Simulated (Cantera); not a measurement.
## Ignition delay

Mixture: CH4 : H2 : O2 : N2 = 1 : 0.84 : 5.9 : 22.2 (molar parts), at 0.460 bar, adiabatic and at constant pressure. Ignition delay is the time to a rise of 400 K.

Computed with Cantera and GRI-Mech 3.0 (53 species, 325 reactions).

| T0 (K) | delay (ms) |
|---|---|
| 1075 | 4.13 |
| 1125 | 2.49 |
| 1175 | 1.59 |
| 1225 | 1.07 |
| 1275 | 0.749 |
| 1325 | 0.547 |

```yaml
apparent activation energy between 1225 and 1325 K: 90 kJ/mol
```
